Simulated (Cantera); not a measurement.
Feed: 1 mol BF3, 4.6 mol H2, 0.37 mol N2, 2.5 mol H2O, equilibrated at 2273 K and 0.000530 bar.

Equilibrium computed with Cantera from the NASA thermochemical tables; the gas is ideal and each condensed phase is pure. Candidate condensed phases: B, BN, B2O3, B3O3H3, H2O; 62 gas species. Equilibrium is a limit: real reactors are often held back by kinetics, nucleation or transport.

Base state: H2 0.332, H 0.210, HF 0.209, H2O 0.106, BOF 0.0703, N2 0.0343, HBO2 0.0153, OH 0.0104 (mole fractions); condensed: gas only.

Question: What changes in the equilibrium state with this change: temperature from 2273 K to 1023.15 K?

Answer: 
| species | before | after |
|---|---|---|
| H2 | 0.332 | 0.521 |
| HF | 0.209 | 0.221 |
| H2O | 0.106 | 0.172 |
| H | 0.210 | 1.30e-7 |
| OH | 0.0104 | <1e-9 |
| BF3 | 2.46e-7 | 0.0345 |
| HBO2 | 0.0153 | 0.000759 |
| BOF | 0.0703 | 0.00401 |
| N2 | 0.0343 | 0.0419 |
| O | 0.00452 | <1e-9 |
| BO | 0.00444 | <1e-9 |
| B3O3F3 | <1e-9 | 0.00376 |
| BO2 | 0.00180 | <1e-9 |
| O2 | 0.000604 | <1e-9 |
| B2O3(l), mol | 0 | 0.277 |
